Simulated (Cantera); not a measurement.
A perfectly stirred reactor is fed with CH₄ : CO₂ : H₂ = 1 : 2.7 : 0.051 (molar parts), at 10.0 bar; it is held at 1348 K, and followed from long to short residence time.

Cantera simulation using GRI-Mech 3.0 (53 species, 325 reactions); the numbers are that mechanism's predictions, not measurements.

### Question
What does this change do: H2 0.051 to 0.42 parts?

### Answer
```
quantity                  before     after
----------------------  --------  --------
x(CH₄) at τ = 5.00 s       0.157     0.160
x(CO₂) at τ = 5.00 s       0.558     0.479
x(H₂) at τ = 5.00 s       0.0306    0.0514
x(C₂H₂) at τ = 5.00 s     0.0279    0.0179
x(OH) at τ = 5.00 s      3.90e-9   5.15e-9
x(CH₄) at τ = 38.0 ms      0.265     0.242
x(CO₂) at τ = 38.0 ms      0.719     0.652
x(H₂) at τ = 38.0 ms      0.0142     0.100
x(C₂H₂) at τ = 38.0 ms   5.62e-5   4.04e-5
x(OH) at τ = 38.0 ms    1.81e-10  7.64e-10
```

### Question
What does this change do: pressure from 10.0 bar to 0.270 bar?

### Answer
```json
[
 {"quantity": "x(CH₄) at τ = 5.00 s", "before": "0.157", "after": "0.243"},
 {"quantity": "x(CO₂) at τ = 5.00 s", "before": "0.558", "after": "0.692"},
 {"quantity": "x(H₂) at τ = 5.00 s", "before": "0.0306", "after": "0.0255"},
 {"quantity": "x(C₂H₂) at τ = 5.00 s", "before": "0.0279", "after": "0.00813"},
 {"quantity": "x(OH) at τ = 5.00 s", "before": "3.90e-9", "after": "3.15e-9"},
 {"quantity": "x(CH₄) at τ = 38.0 ms", "before": "0.265", "after": "0.266"},
 {"quantity": "x(CO₂) at τ = 38.0 ms", "before": "0.719", "after": "0.720"},
 {"quantity": "x(H₂) at τ = 38.0 ms", "before": "0.0142", "after": "0.0136"},
 {"quantity": "x(C₂H₂) at τ = 38.0 ms", "before": "5.62e-5", "after": "4.20e-7"},
 {"quantity": "x(OH) at τ = 38.0 ms", "before": "1.81e-10", "after": "4.14e-10"}
]
```

### Question
What does this change do: temperature 1348 to 2025 K?

### Answer
```json
[
 {"quantity": "x(CH₄) at τ = 5.00 s", "before": "0.157", "after": "5.86e-5"},
 {"quantity": "x(CO₂) at τ = 5.00 s", "before": "0.558", "after": "0.116"},
 {"quantity": "x(H₂) at τ = 5.00 s", "before": "0.0306", "after": "0.176"},
 {"quantity": "x(C₂H₂) at τ = 5.00 s", "before": "0.0279", "after": "4.86e-7"},
 {"quantity": "x(OH) at τ = 5.00 s", "before": "3.90e-9", "after": "2.72e-5"},
 {"quantity": "x(CH₄) at τ = 38.0 ms", "before": "0.265", "after": "0.00444"},
 {"quantity": "x(CO₂) at τ = 38.0 ms", "before": "0.719", "after": "0.125"},
 {"quantity": "x(H₂) at τ = 38.0 ms", "before": "0.0142", "after": "0.166"},
 {"quantity": "x(C₂H₂) at τ = 38.0 ms", "before": "5.62e-5", "after": "0.00250"},
 {"quantity": "x(OH) at τ = 38.0 ms", "before": "1.81e-10", "after": "2.83e-5"}
]
```
